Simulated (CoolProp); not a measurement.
c-C4F8 (RC318) along the isotherm 14.55 °C: Z from the reference equation and from simpler models built on Tc = 115.2 °C, pc = 2778 kPa, ω = 0.355; each cubic takes its own stable root.

Values from CoolProp's reference Helmholtz-energy equation of state, Platzer 1990. This equation is an older, rougher fit; its heat capacities, sound speeds and derivatives of the liquid may be far off and weren't checked against measurements.

| p (kPa) | phase | reference |
|---|---|---|
| 87.8 | gas | 0.9708 |
| 129 | gas | 0.9563 |
| 189 | gas | 0.9343 |
| 278 | liquid | 0.01510 |
| 408 | liquid | 0.02215 |
| 598 | liquid | 0.03244 |
| 878 | liquid | 0.04757 |
| 1290 | liquid | 0.06978 |
| 1890 | liquid | 0.1020 |
| 2780 | liquid | 0.1496 |
| 4080 | liquid | 0.2185 |
| 5980 | liquid | 0.3183 |
| 8780 | liquid | 0.4635 |
| 12900 | liquid | 0.6734 |
| 18900 | liquid | 0.9728 |
| 27800 | liquid | 1.405 |

How far does each simpler model (van der Waals, Soave-Redlich-Kwong, Peng-Robinson) lie from the reference over these 16 states: mean and median of the absolute difference, and the worst?


- van der Waals: mean 821.8 %, median 55.1 %, worst +6100.0 % at 14.55 °C and 278 kPa
- Soave-Redlich-Kwong: mean 4.2 %, median 5.1 %, worst +6.6 % at 14.55 °C and 278 kPa
- Peng-Robinson: mean 5.5 %, median 6.2 %, worst -8.3 % at 14.55 °C and 27800 kPa

At some of these states van der Waals gives the other phase, because its saturation line lies elsewhere.
